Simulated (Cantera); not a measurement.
# Ammonia decomposition in nitride growth gas

A perfectly stirred reactor is fed with 87.0 % NH₃, 13.0 % H₂, at 0.158 atm; it is held at 2248 K, and followed from long to short residence time.

Computed with Cantera and the gas-phase N/H chemistry of the illustrative SiF4/NH3 mechanism in the Surface Chemkin manual (1991). Walls and surfaces, which speed up NH3 decomposition in real reactors, are not modelled.

| τ (s) | x NH₃ | x H₂ | x NH | x N₂ | x H | x NH₂ |
|---|---|---|---|---|---|---|
| 11 | 0.000316 | 0.754 | 8.72e-6 | 0.231 | 0.0147 | 1.92e-5 |
| 3.6 | 0.000836 | 0.756 | 1.47e-5 | 0.231 | 0.0118 | 4.06e-5 |
| 1.2 | 0.00508 | 0.759 | 2.14e-5 | 0.230 | 0.00579 | 0.000121 |
| 0.38 | 0.0264 | 0.745 | 2.94e-5 | 0.225 | 0.00294 | 0.000326 |
| 0.12 | 0.0877 | 0.701 | 4.11e-5 | 0.209 | 0.00182 | 0.000710 |
| 0.041 | 0.218 | 0.606 | 5.38e-5 | 0.173 | 0.00116 | 0.00131 |
| 0.013 | 0.448 | 0.437 | 6.42e-5 | 0.112 | 0.000673 | 0.00214 |
| 0.0044 | 0.661 | 0.281 | 6.67e-5 | 0.0547 | 0.000392 | 0.00284 |
| 0.0014 | 0.791 | 0.186 | 6.30e-5 | 0.0196 | 0.000248 | 0.00323 |
x: mole fraction; the columns are a selection and need not sum to one.
